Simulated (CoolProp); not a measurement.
Saturated liquid density (kg/m³) of R143a: the reference equation beside estimates from Tc = 345.9 K, pc = 3762 kPa, ω = 0.261.

Computed with CoolProp (reference Helmholtz-energy equation of state, Lemmon and Jacobsen 2000).

| T (K) | reference | Redlich-Kwong | Soave-Redlich-Kwong |
|---|---|---|---|
| 239.9 | 1127 | 915.9 | 953.6 |
| 242.4 | 1120 | 908.9 | 947.0 |
| 244.9 | 1113 | 901.8 | 940.2 |
| 247.4 | 1105 | 894.6 | 933.4 |
| 250 | 1098 | 887.0 | 926.1 |
| 252.5 | 1090 | 879.6 | 918.9 |
| 255 | 1083 | 872.0 | 911.6 |
| 257.6 | 1075 | 864.1 | 903.9 |
| 260.1 | 1067 | 856.2 | 896.3 |
| 262.6 | 1059 | 848.3 | 888.5 |
| 265.2 | 1051 | 839.9 | 880.2 |
| 267.7 | 1042 | 831.6 | 872.1 |
| 270.2 | 1034 | 823.2 | 863.7 |
| 272.7 | 1026 | 814.7 | 855.2 |

Absolute difference from the reference over all 14 rows, mean and median: Redlich-Kwong 19.6 and 19.6 %, Soave-Redlich-Kwong 15.9 and 15.9 %.
